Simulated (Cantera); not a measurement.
What does this Cantera script print?

```python
import numpy as np
import cantera as ct

gas = ct.Solution("gri30.yaml")
gas.TPX = 398, 260000, {'CH4': 1, 'C2H6': 1, 'C3H8': 0.56, 'O2': 5.93, 'N2': 22.3, 'H2O': 1.8}
flame = ct.FreeFlame(gas, width=0.02)
flame.set_refine_criteria(ratio=3, slope=0.08, curve=0.16)
flame.transport_model = "unity-Lewis-number"
flame.solve(loglevel=0, auto=True)
z, T = flame.grid, flame.T
thick = (T[-1] - T[0]) / np.gradient(T, z).max()
show = ['CH4', 'C2H6', 'C3H8', 'CO', 'N2O', 'HCN']
print(f"laminar burning velocity  {flame.velocity[0] * 100:.3f} cm/s")
print(f"burnt temperature         {T[-1]:.1f} K")
print(f"thermal thickness         {thick * 1e3:.4f} mm")
print(f"grid points               {len(z)}")
z0 = z[flame.heat_release_rate.argmax()]
print(f"{'z/mm':>9s}{'T/K':>9s}{'u/(m/s)':>9s}" + "".join(f"{s:>11s}" for s in show))
rows = []
for k in (-3, -2, -1.5, -1, -0.5, -0.25, 0, 0.25, 0.5, 1, 2, 4, 8):
    zz = z0 + k * thick
    rows.append([k * thick, np.interp(zz, z, T), np.interp(zz, z, flame.velocity),
                 *(np.interp(zz, z, flame.X[gas.species_index(s)]) for s in show)])
    print(f"{rows[-1][0] * 1e3:9.3f}{rows[-1][1]:9.1f}{rows[-1][2]:9.3f}" + "".join(f"{x:11.3e}" for x in rows[-1][3:]))
```

It prints:

```
laminar burning velocity  17.394 cm/s
burnt temperature         2005.9 K
thermal thickness         0.3892 mm
grid points               137
     z/mm      T/K  u/(m/s)        CH4       C2H6       C3H8         CO        N2O        HCN
   -1.168    399.4    0.175  3.066e-02  3.065e-02  1.716e-02  6.662e-05  3.965e-11  2.135e-08
   -0.778    407.2    0.178  3.054e-02  3.047e-02  1.706e-02  4.503e-04  2.680e-10  1.443e-07
   -0.584    433.5    0.190  3.012e-02  2.984e-02  1.669e-02  1.747e-03  1.039e-09  5.598e-07
   -0.389    572.5    0.253  2.784e-02  2.647e-02  1.471e-02  8.739e-03  5.196e-09  2.801e-06
   -0.195   1063.1    0.487  1.928e-02  1.385e-02  7.287e-03  3.503e-02  2.078e-08  1.123e-05
   -0.097   1448.7    0.683  1.220e-02  4.522e-03  1.906e-03  5.647e-02  3.310e-08  1.836e-05
    0.000   1794.1    0.863  4.341e-03  1.912e-04  2.135e-05  7.333e-02  3.610e-08  2.758e-05
    0.097   1941.3    0.937  9.847e-04  3.652e-06  5.665e-09  7.633e-02  2.296e-08  3.487e-05
    0.195   1981.2    0.956  3.812e-04  4.189e-07  5.267e-11  7.539e-02  1.398e-08  3.549e-05
    0.389   1999.5    0.965  1.940e-04  5.488e-08  2.137e-12  7.428e-02  7.488e-09  3.274e-05
    0.778   2005.4    0.968  1.484e-04  1.096e-08  1.639e-13  7.390e-02  4.459e-09  2.895e-05
    1.557   2006.8    0.969  1.213e-04  3.405e-09  2.598e-14  7.397e-02  3.580e-09  2.468e-05
    3.114   2006.6    0.969  7.765e-05  1.132e-09  4.951e-15  7.425e-02  3.809e-09  1.887e-05
```

Model: GRI-Mech 3.0 (53 species, 325 reactions), integrated in Cantera. GRI-Mech 3.0 was tuned for natural gas; its chemistry of propane as a main component is partial and can be far from experiment. Unity Lewis numbers drop preferential diffusion, which matters most where H2 and H carry the flame. Burning velocities carry a grid error of a few per cent, more on coarse grids.
